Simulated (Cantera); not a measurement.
Feed: 1 mol Si, 1.1 mol HCl, 1.1 mol H₂, equilibrated at 600 K and 0.100 bar.

These are equilibrium values from Cantera (NASA tables, ideal gas, pure condensed phases), not measurements of a reactor. Candidate condensed phases: Si; 19 gas species. Rates play no part.

Task: What is the equilibrium state?

Result: 
| Property | Value |
|---|---|
| x(H₂) | 0.845 |
| x(SiCl₄) | 0.114 |
| x(SiHCl₃) | 0.0398 |
| x(SiH₂Cl₂) | 0.000695 |
| x(HCl) | 6.67e-5 |
| x(SiH₃Cl) | 2.37e-6 |
| n(Si(s)) | 0.705 mol |
| gas amount | 1.905 mol |
